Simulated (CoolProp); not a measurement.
Saturation properties of R1234yf (Tc = 367.8 K, pc = 3.384 MPa, ω = 0.276).

Model: reference Helmholtz-energy equation of state, Lemmon 2022, in CoolProp.

```tsv
T (K)	p (MPa)	liquid density (kg/m³)	vapour viscosity (µPa s)	liquid conductivity (mW/(m K))
178.7	0.001626	1432	7.32	…
185.6	0.002975	1415	7.61	103
192.5	0.005171	1398	7.90	101
199.4	0.008590	1380	8.19	…
206.3	0.01371	1363	8.48	95.4
213.2	0.02111	1345	8.78	92.8
220.1	0.03149	1327	9.07	90.2
227	0.04565	1309	9.36	87.6
233.9	0.06450	1290	9.66	85.1
240.9	0.08947	1271	9.96	82.6
247.8	…	1252	10.3	80.1
254.7	0.1605	1232	10.6	77.7
261.6	0.2094	1211	10.9	75.3
268.5	…	1191	11.2	73.0
275.4	0.3407	…	11.5	…
```

**Question.** Fill in the missing entries.

**Answer.** 
- 178.7, liquid conductivity (mW/(m K)): 106
- 199.4, liquid conductivity (mW/(m K)): 98.0
- 247.8, p (MPa): 0.1210
- 268.5, p (MPa): 0.2690
- 275.4, liquid density (kg/m³): 1169
- 275.4, liquid conductivity (mW/(m K)): 70.7

It boils at 243.7 K under 1 atm.

Viscosity comes from a separate model (Bell 2016), an estimate that may be off by 10 % or more. Thermal conductivity comes from a separate model (Perkins 2011).
